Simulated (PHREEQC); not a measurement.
A solution holds 0.00079 mol/kgw H2SeO4, 0.0037 mol/kgw H2SO4 and 0.00072 mol/kgw CaCl2, at 20 °C. Closed to the air; pH follows from the charge balance.

Model: ion-association model, wateq4f.dat, run in PHREEQC.

Each row changes one thing in this solution. This is a speciation only: nothing precipitates in the calculation.

```csv
case,pH,ionic strength (mol/kgw),SO4-2 (mol/kgw),HSO4- (mol/kgw),SeO4-2 (mol/kgw),HSeO4- (mol/kgw)
as made,2.15,0.0127,0.00248,0.00109,0.000659,0.000131
H2SO4 from 0.0037 to 0.037 mol/kgw,1.37,0.0648,0.0123,0.0245,0.000417,0.000373
H2SeO4 from 0.00079 to 0.00395 mol/kgw,1.94,0.0200,0.00215,0.00145,0.00303,0.000917
temperature from 20 to 70 °C,2.22,[?],0.00156,0.00202,0.000501,0.000289
temperature from 20 to 85 °C,2.25,0.00985,0.00125,0.00234,[?],0.000335
H2SO4 replaced by Cs2SO4 at the same molality,[?],0.0145,0.00331,0.000241,0.000765,2.50e-5
H2SO4 from 0.0037 to 0.00037 mol/kgw,[?],0.00537,0.000304,4.39e-5,0.000742,4.84e-5
CaCl2 replaced by HCl at the same molality,2.12,0.0115,0.00249,0.00120,[?],0.000141
```

**Question.** What belongs in the gaps?

**Answer.** 
- temperature from 20 to 70 °C, ionic strength (mol/kgw): 0.0105
- temperature from 20 to 85 °C, SeO4-2 (mol/kgw): 0.000455
- H2SO4 replaced by Cs2SO4 at the same molality, pH: 2.93
- H2SO4 from 0.0037 to 0.00037 mol/kgw, pH: 2.68
- CaCl2 replaced by HCl at the same molality, SeO4-2 (mol/kgw): 0.000649

Constants without temperature data keep their 25 °C values here.
